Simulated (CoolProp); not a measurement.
The fluid at 206.84 K and 0.601 MPa is compressed adiabatically to 1.92 MPa with isentropic efficiency 0.8. The same conditions are run with several fluids, on thermodynamics alone (safety and materials aside).

Model: reference Helmholtz-energy equation of state of each fluid (oxygen: Schmidt 1985; normal hydrogen: Leachman 2009; methane: Setzmann 1991; carbon monoxide: Lemmon 2006), in CoolProp.

| fluid | work (kJ/kg) | final temperature (K) | final phase | final density (kg/m³) |
|---|---|---|---|---|
| oxygen | [?] | [?] | gas | 24.2 |
| normal hydrogen | 1490 | [?] | [?] | 1.48 |
| methane | [?] | 291.9 | gas | [?] |
| carbon monoxide | 105 | 309.0 | gas | 21.0 |

Question: Complete the blanks.

Answer: 
- oxygen, work (kJ/kg): 91.3
- oxygen, final temperature (K): 308.4
- normal hydrogen, final temperature (K): 312.1
- normal hydrogen, final phase: supercritical
- methane, work (kJ/kg): 174
- methane, final density (kg/m³): 13.2

Above 300 K oxygen's equation is extrapolated.
